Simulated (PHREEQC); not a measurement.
Acid mine or pickling water: speciation

Model water analysis in mg/kgw, 83 °C, pH 3.22, pe 12.7:

```tsv
constituent	mg/kgw
Na	176
K	29.5
Ca	84.4
Mg	28.3
Cl	68.8
S(6) as SO4	701
Cu(2)	0.136
Al	6.78
Fe(3)	2.35
```

Na is adjusted to close the charge balance.
Valence states are taken as typed.

All values are PHREEQC results (ion-association model, phreeqc.dat), not measurements.

Each row changes one thing in this solution. This is a speciation only: nothing precipitates in the calculation.

```tsv
case	ionic strength (mol/kgw)	SO4-2 (mol/kgw)	HSO4- (mol/kgw)	MgSO4 (mol/kgw)	CaSO4 (mol/kgw)	Mg+2 (mol/kgw)	SI of Gibbsite (Al(OH)3)	SI of Gypsum (CaSO4:2H2O)
as made	0.0197	0.00488	0.000816	0.000639	0.000573	0.000525	-0.72	-0.89
temperature from 83 to 25 °C at the same typed pH	0.0222	0.00579	0.000223	0.000360	0.000528	0.000804	-3.26	-0.94
Cu(2) from 0.136 to 0.408 mg/kgw	0.0197	0.00487	0.000815	0.000639	0.000572	0.000525	-0.72	-0.89
```

Some of these states are supersaturated (in Jarosite-K, Hematite (slow to form), for instance). Away from 25 °C the constants follow the database's enthalpies or fits; those with neither stay at their 25 °C values.
